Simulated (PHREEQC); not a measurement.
Dissolve 0.012 mol Cu(BF4)2, 0.26 mol HCl and 0.009 mol H3BO3 per kg of water at 25 °C. Closed to the air; pH follows from the charge balance.

Model: ion-association model, phreeqc.dat, run in PHREEQC.

Each row changes one thing in this solution. No solid was allowed to form.

```json
[
 {"case": "as made", "pH": "0.69", "ionic strength (mol/kgw)": "0.290", "H3BO3 (mol/kgw)": "0.0109", "H2BO3- (mol/kgw)": "4.50e-11"},
 {"case": "HCl left out", "pH": "2.81", "ionic strength (mol/kgw)": "0.0374", "H3BO3 (mol/kgw)": "___", "H2BO3- (mol/kgw)": "4.03e-9"},
 {"case": "temperature from 25 to 90 °C", "pH": "0.71", "ionic strength (mol/kgw)": "0.271", "H3BO3 (mol/kgw)": "0.0162", "H2BO3- (mol/kgw)": "1.93e-10"},
 {"case": "H3BO3 left out", "pH": "0.70", "ionic strength (mol/kgw)": "0.289", "H3BO3 (mol/kgw)": "___", "H2BO3- (mol/kgw)": "1.17e-11"},
 {"case": "0.0046 mol/kgw NaCl added", "pH": "0.69", "ionic strength (mol/kgw)": "0.294", "H3BO3 (mol/kgw)": "0.0109", "H2BO3- (mol/kgw)": "4.51e-11"},
 {"case": "Cu(BF4)2 replaced by H2SiF6 at the same molality", "pH": "___", "ionic strength (mol/kgw)": "0.288", "H3BO3 (mol/kgw)": "0.00485", "H2BO3- (mol/kgw)": "1.85e-11"},
 {"case": "Cu(BF4)2 left out", "pH": "0.69", "ionic strength (mol/kgw)": "0.260", "H3BO3 (mol/kgw)": "0.00900", "H2BO3- (mol/kgw)": "3.64e-11"},
 {"case": "0.033 mol/kgw HBr added", "pH": "0.64", "ionic strength (mol/kgw)": "0.323", "H3BO3 (mol/kgw)": "0.0109", "H2BO3- (mol/kgw)": "4.07e-11"},
 {"case": "H3BO3 from 0.009 to 0.0045 mol/kgw", "pH": "0.69", "ionic strength (mol/kgw)": "0.289", "H3BO3 (mol/kgw)": "0.00669", "H2BO3- (mol/kgw)": "2.77e-11"}
]
```

Complete the blanks.


- HCl left out, H3BO3 (mol/kgw): 0.00895
- H3BO3 left out, H3BO3 (mol/kgw): 0.00281
- Cu(BF4)2 replaced by H2SiF6 at the same molality, pH: 0.66

Some of these states are supersaturated (in SiO2(a), Quartz (slow to form), for instance). Away from 25 °C the constants follow the database's enthalpies or fits; those with neither stay at their 25 °C values. Real BF4- forms and hydrolyses slowly; the run takes it at equilibrium.
